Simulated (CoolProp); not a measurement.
Vapour-liquid equilibrium of R227EA (1) + isobutene (2) at 0.0114 MPa; x and y are mole fractions of (1).

Computed with CoolProp (multi-fluid Helmholtz-energy mixture model, Lemmon 2016 and Lemmon 2005; pair parameters Bell 2016).

```json
[
 {"x": "0.05", "bubble temperature (°C)": "-56.1", "y at the bubble point": "0.258", "dew temperature at overall composition x (°C)": "-52.8", "liquid density (mol/L)": "11.96"},
 {"x": "0.125", "bubble temperature (°C)": "-59.1", "y at the bubble point": "0.418", "dew temperature at overall composition x (°C)": "-53.9", "liquid density (mol/L)": "___"},
 {"x": "0.2", "bubble temperature (°C)": "___", "y at the bubble point": "0.485", "dew temperature at overall composition x (°C)": "-55.2", "liquid density (mol/L)": "11.60"},
 {"x": "0.275", "bubble temperature (°C)": "-60.9", "y at the bubble point": "0.518", "dew temperature at overall composition x (°C)": "-56.4", "liquid density (mol/L)": "11.40"},
 {"x": "0.35", "bubble temperature (°C)": "-61.1", "y at the bubble point": "___", "dew temperature at overall composition x (°C)": "-57.8", "liquid density (mol/L)": "11.21"},
 {"x": "0.425", "bubble temperature (°C)": "-61.2", "y at the bubble point": "0.547", "dew temperature at overall composition x (°C)": "-59.2", "liquid density (mol/L)": "11.03"},
 {"x": "0.5", "bubble temperature (°C)": "-61.3", "y at the bubble point": "0.558", "dew temperature at overall composition x (°C)": "-60.6", "liquid density (mol/L)": "10.86"},
 {"x": "0.575", "bubble temperature (°C)": "-61.3", "y at the bubble point": "0.571", "dew temperature at overall composition x (°C)": "-61.3", "liquid density (mol/L)": "10.70"},
 {"x": "0.65", "bubble temperature (°C)": "-61.3", "y at the bubble point": "0.591", "dew temperature at overall composition x (°C)": "-60.9", "liquid density (mol/L)": "10.55"},
 {"x": "0.725", "bubble temperature (°C)": "-61.1", "y at the bubble point": "0.622", "dew temperature at overall composition x (°C)": "-60.2", "liquid density (mol/L)": "10.40"},
 {"x": "0.8", "bubble temperature (°C)": "-60.7", "y at the bubble point": "0.670", "dew temperature at overall composition x (°C)": "-59.4", "liquid density (mol/L)": "10.26"},
 {"x": "0.875", "bubble temperature (°C)": "-60.0", "y at the bubble point": "0.747", "dew temperature at overall composition x (°C)": "-58.6", "liquid density (mol/L)": "10.11"},
 {"x": "0.95", "bubble temperature (°C)": "-58.7", "y at the bubble point": "0.872", "dew temperature at overall composition x (°C)": "-57.8", "liquid density (mol/L)": "9.968"}
]
```

### Question
Fill in the missing entries.

### Answer

- 0.125, liquid density (mol/L): 11.79
- 0.2, bubble temperature (°C): -60.3
- 0.35, y at the bubble point: 0.536

y crosses x between x = 0.5 and 0.575: the model has an azeotrope there.

Pair parameters are fitted to limited data, so mixtures are less certain than the pure fluids.
